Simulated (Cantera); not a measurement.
Input: 1 mol Ta2O5, 2.2 mol C, 0.25 mol CO, 3.7 mol CH4, 0.66 mol H2, at 1.30 bar.

Equilibrium computed with Cantera from the NASA thermochemical tables; the gas is ideal and each condensed phase is pure. Candidate condensed phases: C, C6H6, C7H8, C8H18, H2O, Ta, TaC, Ta2O5; 113 gas species. Mutual solubility and eutectic melting of coexisting phases are not modelled. TaC: taken at fixed stoichiometry. Condensed phases not in the tables: Ta2C. Rates play no part.

log p: log10 of the partial pressure in bar; n: condensed amount in mol.

```tsv
T (°C)	log p H2	log p CO	log p H	log p H2O	log p CO2	log p TaO2	n TaC(s)	n Ta2O5(s)	n Ta2O5(l)
1250	-0.08	-0.34	-4.68	-2.43	-3.11	…	1.70	0.151	0
1325	-0.08	-0.34	-4.31	-2.38	-3.12	…	1.70	0.151	0
1400	-0.08	-0.34	-3.98	-2.34	-3.12	…	1.70	0.150	0
1475	-0.08	-0.34	-3.68	-2.31	-3.12	…	1.70	0.149	0
1550	-0.08	-0.34	-3.40	-2.27	-3.12	…	1.70	0.149	0
1625	-0.08	-0.34	-3.15	-2.24	-3.12	…	1.70	0.148	0
1700	-0.08	-0.34	-2.91	-2.22	-3.13	…	1.70	0.148	0
1775	-0.08	-0.34	-2.69	-2.19	-3.13	…	1.71	0.147	0
1850	-0.08	-0.34	-2.49	-2.18	-3.14	…	1.71	0	0.147
1925	-0.08	-0.34	-2.30	-2.18	-3.16	…	1.71	0	0.147
2000	-0.08	-0.34	-2.12	-2.18	-3.17	…	1.71	0	0.147
2075	-0.09	-0.34	-1.95	-2.17	-3.18	…	1.71	0	0.146
2150	-0.09	-0.34	-1.79	-2.17	-3.20	…	1.71	0	0.146
```

Problem. What belongs in the gaps?

Solution. 
- 1250, log p TaO2: -11.57
- 1325, log p TaO2: -10.52
- 1400, log p TaO2: -9.57
- 1475, log p TaO2: -8.70
- 1550, log p TaO2: -7.91
- 1625, log p TaO2: -7.18
- 1700, log p TaO2: -6.51
- 1775, log p TaO2: -5.89
- 1850, log p TaO2: -5.36
- 1925, log p TaO2: -4.87
- 2000, log p TaO2: -4.42
- 2075, log p TaO2: -4.00
- 2150, log p TaO2: -3.61
